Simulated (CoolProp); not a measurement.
The fluid at 460.34 K and 3.05 MPa is throttled through a valve to 2.05 MPa with no heat exchange. The same conditions are run with several fluids, on thermodynamics alone (safety and materials aside).

Values from CoolProp's reference Helmholtz-energy equation of state of each fluid (the fluoroketone C6F12O (FK-5-1-12): McLinden 2015; normal hydrogen: Leachman 2009; n-perfluoropentane: Gao 2022; R227EA: Lemmon 2016; c-C4F8 (RC318): Platzer 1990). The equations of Platzer and Polt are older, rougher fits.

```json
[
 {"fluid": "the fluoroketone C6F12O (FK-5-1-12)", "temperature change (K)": "(withheld)", "final phase": "supercritical", "final density (kg/m³)": "492"},
 {"fluid": "normal hydrogen", "temperature change (K)": "(withheld)", "final phase": "supercritical", "final density (kg/m³)": "1.07"},
 {"fluid": "n-perfluoropentane", "temperature change (K)": "(withheld)", "final phase": "gas", "final density (kg/m³)": "237"},
 {"fluid": "R227EA", "temperature change (K)": "(withheld)", "final phase": "gas", "final density (kg/m³)": "(withheld)"},
 {"fluid": "c-C4F8 (RC318)", "temperature change (K)": "(withheld)", "final phase": "gas", "final density (kg/m³)": "(withheld)"}
]
```

Question: Fill in the missing entries.

Answer: 
- the fluoroketone C6F12O (FK-5-1-12), temperature change (K): -12.2
- normal hydrogen, temperature change (K): +0.5
- n-perfluoropentane, temperature change (K): -10.9
- R227EA, temperature change (K): -5.4
- R227EA, final density (kg/m³): 105
- c-C4F8 (RC318), temperature change (K): -5.9
- c-C4F8 (RC318), final density (kg/m³): 127
